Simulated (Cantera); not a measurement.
An adiabatic, constant-volume homogeneous reactor starts with CH4 : O2 : N2 = 1 : 3.39 : 12.7 (molar parts), equivalence ratio 0.59, at 1675 K and 5400 Torr. Integrator tolerance rtol = 1e-08.

Computed with Cantera and GRI-Mech 3.0 (53 species, 325 reactions).

Question: What does this change do: initial temperature 1675 to 1548 K?

Answer: 
```json
[
 {"quantity": "time of steepest temperature rise", "before": "44.4 µs", "after": "0.125 ms"},
 {"quantity": "temperature at 3.00 s", "before": "2861 K", "after": "2796 K"},
 {"quantity": "equilibrium temperature", "before": "2861 K", "after": "2796 K"},
 {"quantity": "x(CH4) at 3.00 s", "before": "<1e-12 (gas-phase equilibrium <1e-12)", "after": "<1e-12 (gas-phase equilibrium <1e-12)"},
 {"quantity": "x(O2) at 3.00 s", "before": "0.0695 (gas-phase equilibrium 0.0695)", "after": "0.0702 (gas-phase equilibrium 0.0702)"},
 {"quantity": "x(H2O2) at 3.00 s", "before": "1.34e-6 (gas-phase equilibrium 1.34e-6)", "after": "1.27e-6 (gas-phase equilibrium 1.27e-6)"},
 {"quantity": "x(CH3) at 3.00 s", "before": "<1e-12 (gas-phase equilibrium <1e-12)", "after": "<1e-12 (gas-phase equilibrium <1e-12)"},
 {"quantity": "x(NO) at 3.00 s", "before": "0.0221 (gas-phase equilibrium 0.0221)", "after": "0.0204 (gas-phase equilibrium 0.0204)"},
 {"quantity": "x(H) at 3.00 s", "before": "0.00160 (gas-phase equilibrium 0.00160)", "after": "0.00109 (gas-phase equilibrium 0.00109)"},
 {"quantity": "x(H2) at 3.00 s", "before": "0.00307 (gas-phase equilibrium 0.00307)", "after": "0.00238 (gas-phase equilibrium 0.00238)"}
]
```

Question: What does this change do: pressure from 5400 Torr to 7500 Torr?

Answer: 
```
quantity                                                            before                                    after
---------------------------------  ---------------------------------------  ---------------------------------------
time of steepest temperature rise                                  44.4 µs                                  34.1 µs
temperature at 3.00 s                                               2861 K                                   2878 K
equilibrium temperature                                             2861 K                                   2878 K
x(CH4) at 3.00 s                     <1e-12 (gas-phase equilibrium <1e-12)    <1e-12 (gas-phase equilibrium <1e-12)
x(O2) at 3.00 s                      0.0695 (gas-phase equilibrium 0.0695)    0.0692 (gas-phase equilibrium 0.0692)
x(H2O2) at 3.00 s                  1.34e-6 (gas-phase equilibrium 1.34e-6)  1.64e-6 (gas-phase equilibrium 1.64e-6)
x(CH3) at 3.00 s                     <1e-12 (gas-phase equilibrium <1e-12)    <1e-12 (gas-phase equilibrium <1e-12)
x(NO) at 3.00 s                      0.0221 (gas-phase equilibrium 0.0221)    0.0225 (gas-phase equilibrium 0.0225)
x(H) at 3.00 s                     0.00160 (gas-phase equilibrium 0.00160)  0.00136 (gas-phase equilibrium 0.00136)
x(H2) at 3.00 s                    0.00307 (gas-phase equilibrium 0.00307)  0.00279 (gas-phase equilibrium 0.00279)
```
